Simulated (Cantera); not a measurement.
A perfectly stirred reactor is fed with CH₄ : O₂ : N₂ = 1 : 4.26 : 16 (molar parts), equivalence ratio 0.47, at 14300 Torr; it is adiabatic with a 600 K inlet, and is followed from long to short residence time, starting on the burning branch (τ in s: 0.36, 0.14, 0.053, 0.02, 0.0078, 0.003, 0.0012, 0.00044, 0.00017, 6.6e-05, 2.5e-05, 9.7e-06, 3.7e-06).

Computed with Cantera and GRI-Mech 3.0 (53 species, 325 reactions). The pressure lies above the range GRI-Mech 3.0 was tuned for (to about 10 atm).

**Question.** Predict: blow-out, bracketed by the residence times tried; x(CH₄) at τ = 0.360 s; x(O₂) at τ = 0.360 s; x(NO₂) at τ = 0.360 s; x(CO₂) at τ = 0.360 s; x(NO) at τ = 0.360 s; x(CH₄) at τ = 1.20 ms; x(O₂) at τ = 1.20 ms; x(NO₂) at τ = 1.20 ms; x(CO₂) at τ = 1.20 ms; x(NO) at τ = 1.20 ms.

**Answer.** 
```json
{
  "blow_out_bracketed_by_the_residence_times_tried": "burning at 1.20 ms, out at 0.440 ms",
  "x(CH₄) at τ = 0.360 s": "1.83e-6",
  "x(O₂) at τ = 0.360 s": "0.106",
  "x(NO₂) at τ = 0.360 s": "7.49e-8",
  "x(CO₂) at τ = 0.360 s": "0.0470",
  "x(NO) at τ = 0.360 s": "6.23e-6",
  "x(CH₄) at τ = 1.20 ms": "0.000378",
  "x(O₂) at τ = 1.20 ms": "0.109",
  "x(NO₂) at τ = 1.20 ms": "7.50e-8",
  "x(CO₂) at τ = 1.20 ms": "0.0427",
  "x(NO) at τ = 1.20 ms": "5.35e-7"
}
```
